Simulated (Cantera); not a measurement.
An isothermal, constant-pressure homogeneous reactor starts with CH4 : N2 = 1 : 35 (molar parts), at 1450 K and 1.30 bar. Integrator tolerance rtol = 1e-08.

Model: GRI-Mech 3.0 (53 species, 325 reactions), integrated in Cantera. GRI-Mech 3.0 stops at C3 and has no aromatics, soot or wall deposition, so with more carbon than oxygen in the feed, carbon stays in small species such as C2H2 where larger ones or solid carbon would form.

Question: What does this change do: pressure from 1.30 bar to 0.860 bar?

Answer: 
| quantity | before | after |
|---|---|---|
| x(CH4) at 2.00 s | 0.0150 (gas-phase equilibrium 0.000715) | 0.0163 (gas-phase equilibrium 0.000484) |
| x(HCN) at 2.00 s | 2.36e-9 (gas-phase equilibrium 0.0217) | 2.56e-9 (gas-phase equilibrium 0.0219) |
| x(C2H) at 2.00 s | 3.50e-10 (gas-phase equilibrium 1.30e-10) | 3.78e-10 (gas-phase equilibrium 1.61e-10) |
| x(H) at 2.00 s | 7.82e-7 (gas-phase equilibrium 1.66e-6) | 8.45e-7 (gas-phase equilibrium 2.05e-6) |
| x(CH3) at 2.00 s | 1.26e-5 (gas-phase equilibrium 6.06e-7) | 1.65e-5 (gas-phase equilibrium 5.01e-7) |
| x(C2H4) at 2.00 s | 0.000147 (gas-phase equilibrium 5.47e-5) | 0.000135 (gas-phase equilibrium 3.71e-5) |

Question: What does this change do: temperature 1450 to 1398 K?

Answer: 
```csv
quantity,before,after
x(CH4) at 2.00 s,0.0150 (gas-phase equilibrium 0.000715),0.0221 (gas-phase equilibrium 0.00131)
x(HCN) at 2.00 s,2.36e-9 (gas-phase equilibrium 0.0217),1.75e-10 (gas-phase equilibrium 0.0209)
x(C2H) at 2.00 s,3.50e-10 (gas-phase equilibrium 1.30e-10),5.86e-11 (gas-phase equilibrium 4.71e-11)
x(H) at 2.00 s,7.82e-7 (gas-phase equilibrium 1.66e-6),1.94e-7 (gas-phase equilibrium 8.20e-7)
x(CH3) at 2.00 s,1.26e-5 (gas-phase equilibrium 6.06e-7),1.05e-5 (gas-phase equilibrium 5.56e-7)
x(C2H4) at 2.00 s,0.000147 (gas-phase equilibrium 5.47e-5),0.000190 (gas-phase equilibrium 9.78e-5)
```
